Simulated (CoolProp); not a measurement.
Properties of n-nonane along the isobar 0.101 MPa.

The numbers come from the reference Helmholtz-energy equation of state, Lemmon 2006 in CoolProp. It is a short technical equation, of lower accuracy than the large ones.

```csv
T (K),phase,density (kg/m³),speed of sound (m/s),viscosity (µPa s)
408.1,liquid,623.3,806.9,…
418.6,liquid,613.8,770.5,217
429.2,gas,…,160.5,7.66
439.8,gas,3.729,163.2,…
450.3,gas,3.625,165.9,…
460.9,gas,3.527,168.4,8.24
471.5,gas,3.435,170.9,8.43
482,gas,3.349,173.3,…
492.6,gas,…,175.6,…
503.2,gas,3.190,177.9,9.00
```

Problem. What belongs in the gaps?

Solution. 
- 408.1, viscosity (µPa s): 235
- 429.2, density (kg/m³): 3.842
- 439.8, viscosity (µPa s): 7.86
- 450.3, viscosity (µPa s): 8.05
- 482, viscosity (µPa s): 8.62
- 492.6, density (kg/m³): 3.268
- 492.6, viscosity (µPa s): 8.81

Viscosity comes from a separate model (Huber 2004).
